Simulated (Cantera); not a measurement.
Input: 1 mol CH₃SiCl₃, 0.012 mol CH₄, a varied amount of H₂, held at 2025 K and 76000 Pa.

These are equilibrium values from Cantera (NASA tables, ideal gas, pure condensed phases), not measurements of a reactor. Candidate condensed phases: C, C₆H₆, C₇H₈, C₈H₁₈, Si, SiC; 109 gas species. The feed counts by its element totals alone. The tables' values for SiCl₃, SiCl are old estimates; treat these amounts as uncertain. Gases not in the tables: Si₂H₆ and higher silanes. Kinetics and transport are ignored.

x: gas mole fraction; n: condensed amount in mol.

```tsv
n(H₂) (mol)	x H₂	x HCl	x SiCl₂	x SiCl₃	x H	x SiCl₄	n C(graphite)	n SiC(s)
1.5	0.431	0.479	0.0744	0.00998	0.00145	0.00148	0.398	___
2.6	0.523	0.421	0.0473	0.00505	0.00160	0.000597	0.305	___
4.3	0.620	0.347	0.0271	0.00219	0.00174	0.000196	0.220	___
7.3	0.722	0.261	0.0132	0.000743	0.00188	4.64e-5	0.142	0.855
12	0.804	0.186	0.00603	0.000230	0.00198	9.72e-6	0.0821	0.905
21	0.875	0.120	0.00229	5.39e-5	0.00206	1.40e-6	0.0252	0.943
35	0.919	0.0765	0.00106	1.55e-5	0.00212	2.51e-7	0	0.958
60	0.950	0.0464	0.000537	4.70e-6	0.00215	4.54e-8	0	0.964
100	0.969	0.0285	0.000278	1.47e-6	0.00217	8.67e-9	0	0.967
170	0.980	0.0170	0.000135	4.26e-7	0.00219	1.49e-9	0	0.967
```

**Question.** Fill in the missing entries.

**Answer.** 
- 1.5, n SiC(s): 0.611
- 2.6, n SiC(s): 0.701
- 4.3, n SiC(s): 0.782
